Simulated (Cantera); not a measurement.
Input: 1 mol B2O3, 1.2 mol H2, 7.3 mol O2, at 1.00 Torr.

Cantera equilibrium calculation (NASA polynomials, part measured and part estimated; ideal gas, pure solids and liquids). Candidate condensed phases: B, B2O3, B3O3H3, H2O; 23 gas species. Gases not in the tables: H3BO3. Kinetics and transport are ignored.

**Question.** Which condensed phases are stable at each of these points (T (K)): 1073, 1123, 1173, 1223, 1273, 1323, 1373, 1423, 1473, 1523, 1573, 1623?

**Answer.** 
```tsv
T (K)	condensed phases	B condensed (%)
1073	B2O3(l)	99.5
1123	B2O3(l)	98.9
1173	B2O3(l)	97.6
1223	B2O3(l)	95.2
1273	B2O3(l)	90.9
1323	B2O3(l)	83.8
1373	B2O3(l)	72.5
1423	B2O3(l)	56.0
1473	B2O3(l)	32.4
1523	gas only	0.0
1573	gas only	0.0
1623	gas only	0.0
```

From 1073 K to 1473 K the condensed part is B2O3(l). From 1523 K to 1623 K nothing is condensed.
